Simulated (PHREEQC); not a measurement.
A solution holds 0.015 mol Li2CO3 per kg of water, at 20 °C. Closed to the air; pH follows from the charge balance.

Model: ion-association model, phreeqc.dat, run in PHREEQC.

```json
{
  "pH": "11.18",
  "ionic_strength": "0.0437 mol/kgw",
  "specific_conductance": "2490 µS/cm",
  "total_alkalinity": "30.0 meq/kg"
}
```

```tsv
species	molality	activity	log γ
Li+	0.0300	0.0252	-0.075
CO3-2	0.0137	0.00675	-0.309
OH-	0.00126	0.00104	-0.085
HCO3-	0.00126	0.00106	-0.077
CO2	1.66e-8	1.68e-8	0.004
```

No solid was allowed to form.
